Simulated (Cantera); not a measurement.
Input (Python, Cantera) and output of one run.

```python
import numpy as np
import cantera as ct

gas_names = """
    H HNO HNO2 HNO3 HO2 H2 H2O H2O2 N NH NH2 NH3 NH2OH NO NO2 NO3 N2 N2H2 N2H4 N2O O OH O2 O3 Si SiH
    SiH2 SiH3 SiH4 SiN SiO SiO2 Si2 Si2N Si3
""".split()
cond_names = """
    H2O(s) H2O(L) Si(cr) Si(L) SiO2(Lqz) SiO2(hqz) SiO2(L) Si2N2O(s) Si3N4(a)
""".split()


# ... load() reads the species with a 1 bar reference pressure and builds the phases ...
atoms = {
    'Si': {'Si': 1},
    'H2O': {'H': 2, 'O': 1},
    'N2': {'N': 2},
}
top_T = {'Si2N2O(s)': 2100, 'Si3N4(a)': 2400}  # K; cautious upper limits of use, not melting points


# ... equilibrate(T, P, feed) seeds the gas with the atoms and calls Mixture.equilibrate('TP', solver="vcs", rtol=1e-11, max_steps=5000) ...
results = []
feed = {'Si': 1, 'H2O': 26, 'N2': 2.1}  # mol
P = 1000  # Pa
for T in [798, 848, 898, 948, 998, 1048, 1098, 1148, 1198, 1248, 1298, 1348]:
    mix = equilibrate(T, P, feed)
    results.append((T, P, feed, dict(zip(mix.species_names, mix.species_moles))))

top = {s: max(r[3][s] / sum(r[3][g] for g in gas_names) for r in results) for s in gas_names}
cols = sorted((s for s in top if top[s] > 1e-06), key=lambda s: -top[s])[:8]
seen = [c for c in cond_names if any(r[3].get(c, 0) > 1e-12 for r in results)]
print("log10 of partial pressures in bar; condensed amounts in mol")
print(f"{'T/K':>10s}" + "".join(f"{s[:9]:>10s}" for s in cols + seen))
for T, P, feed, n in results:
    ng = sum(n[g] for g in gas_names)
    print(f"{T:10.4g}" + "".join(f"{np.log10(max(n[s] / ng * P / 1e5, 1e-99)):10.3f}" for s in cols)
          + "".join(f"{n.get(c, 0):10.4g}" for c in seen))
```

Output:

```
log10 of partial pressures in bar; condensed amounts in mol
       T/K       H2O        N2        H2         H        OH SiO2(Lqz) SiO2(hqz)
       798    -2.068    -3.126    -3.148   -13.148   -15.574         1         0
       848    -2.068    -3.126    -3.148   -12.294   -14.472         0         1
       898    -2.068    -3.126    -3.148   -11.535   -13.492         0         1
       948    -2.068    -3.126    -3.148   -10.854   -12.614         0         1
       998    -2.068    -3.126    -3.148   -10.241   -11.824         0         1
      1048    -2.068    -3.126    -3.148    -9.686   -11.108         0         1
      1098    -2.068    -3.126    -3.148    -9.181   -10.458         0         1
      1148    -2.068    -3.126    -3.148    -8.719    -9.863         0         1
      1198    -2.068    -3.126    -3.148    -8.295    -9.318         0         1
      1248    -2.068    -3.126    -3.148    -7.905    -8.816         0         1
      1298    -2.068    -3.126    -3.148    -7.544    -8.353         0         1
      1348    -2.068    -3.126    -3.148    -7.210    -7.923         0         1
```

These are equilibrium values from Cantera (NASA tables, ideal gas, pure condensed phases), not measurements of a reactor. The tables hold silica as quartz up to 1696 K and as liquid above; real silica turns to tridymite and cristobalite and melts near 1996 K.
